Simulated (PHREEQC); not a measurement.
A solution holds 0.062 mol/kgw FeCl3, 0.22 mol/kgw K2HPO4 and 0.0045 mol/kgw (NH4)2SO4, at 20 °C. Closed to the air; pH follows from the charge balance.

Model: ion-association model with the Debye-Hückel limiting law, wateq4f.dat, run in PHREEQC.

```yaml
pH: 6.00
ionic_strength: 0.897 mol/kgw
activity_of_water: 0.985
total_alkalinity: 96.0 meq/kg
```

```
species     molality  activity    log γ
----------  --------  --------  -------
K+             0.438     0.145   -0.479
Cl-            0.186    0.0617   -0.479
HPO4-2         0.136   0.00165   -1.916
H2PO4-        0.0827    0.0274   -0.479
Fe3(OH)4+5    0.0206  2.18e-14  -11.975
NH4+         0.00899   0.00298   -0.479
```

No solid was allowed to form. The solution is supersaturated, for example in Strengite, Fe(OH)3(a), so a real one may precipitate; this is no full list. Ionic strength above about 0.7 mol/kgw puts this run outside the model's range. H3PO4, which wateq4f.dat lacks, is added to it with the constant of phreeqc.dat.
